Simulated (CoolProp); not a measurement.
The numbers come from the reference Helmholtz-energy equation of state, Gao 2022 in CoolProp.

Give the vapour pressure (kPa), liquid density (kg/m³), vapour density (kg/m³), liquid cp (kJ/(kg K)) of saturated n-perfluorohexane at 347.9, 413.2 K.


```
T (K)  p (kPa)  liquid density (kg/m³)  vapour density (kg/m³)  liquid cp (kJ/(kg K))
-----  -------  ----------------------  ----------------------  ---------------------
347.9      177                    1520                    22.9                   1.13
413.2      882                    1230                     128                   1.32
```
